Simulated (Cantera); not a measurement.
Aluminium nitride and oxide growth: Al + N₂O + N₂

A closed system holds: 1 mol Al, 0.95 mol N₂O, 6.7 mol N₂, at 452 °C and 0.00133 bar.

Cantera equilibrium calculation (NASA polynomials, part measured and part estimated; ideal gas, pure solids and liquids). Candidate condensed phases: Al, AlN, Al₂O₃; 16 gas species. Equilibrium is a limit: real reactors are often held back by kinetics, nucleation or transport.

```json
{
  "x(N₂)": "1.00",
  "n(AlN(s))": "0.367 mol",
  "n(Al₂O₃(s))": "0.317 mol",
  "gas_amount": "7.467 mol",
  "log10 activity of Al(s) (absent)": "-15.98"
}
```
